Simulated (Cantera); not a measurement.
An adiabatic, constant-pressure homogeneous reactor starts with CO : H2 : CH4 : O2 : N2 = 1 : 0.11 : 0.79 : 2.7 : 10.2 (molar parts), equivalence ratio 0.79, at 1625 K and 1.97 atm.

Model: GRI-Mech 3.0 (53 species, 325 reactions), integrated in Cantera.

One state of this run: T (K) = 2760; x CO = 0.0364; x H2 = 0.00610; x CH4 = <1e-12; x H2O = 0.0982; x HCN = 5.95e-10; x O = 0.00700; x NO = 0.0148. x: mole fraction; the columns are a selection and need not sum to one.

Task: Which value of t (s) does it belong to?
(A) 3.00e-6
(B) 0.00383
(C) 0.000107
(D) 7.33e-6

Result: B, 0.00383
